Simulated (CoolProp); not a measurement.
Diethyl ether along the isobar 3.37 MPa: density (kg/m³) from the reference equation and from simpler models built on Tc = 467.9 K, pc = 3.717 MPa, ω = 0.282; each cubic takes its own stable root.

The numbers come from the reference Helmholtz-energy equation of state, Thol 2014 in CoolProp.

| T (K) | phase | reference | Soave-Redlich-Kwong | Peng-Robinson |
|---|---|---|---|---|
| 448.2 | liquid | 464.4 | 383.6 | 430.7 |
| 456.5 | liquid | 425.9 | 340.3 | 380.3 |
| 464.8 | gas | 135.0 | 124.5 | 131.7 |
| 473.2 | gas | 113.1 | 107.6 | 113.0 |
| 481.5 | gas | 101.8 | 98.10 | 102.6 |
| 489.8 | gas | 94.05 | 91.28 | 95.15 |
| 498.1 | gas | 88.17 | 85.97 | 89.41 |
| 506.4 | gas | 83.46 | 81.62 | 84.72 |
| 514.7 | gas | 79.53 | 77.95 | 80.78 |
| 523.1 | gas | 76.13 | 74.73 | 77.33 |
| 531.4 | gas | 73.20 | 71.94 | 74.35 |
| 539.7 | gas | 70.60 | 69.46 | 71.70 |
| 548 | gas | 68.28 | 67.22 | 69.32 |
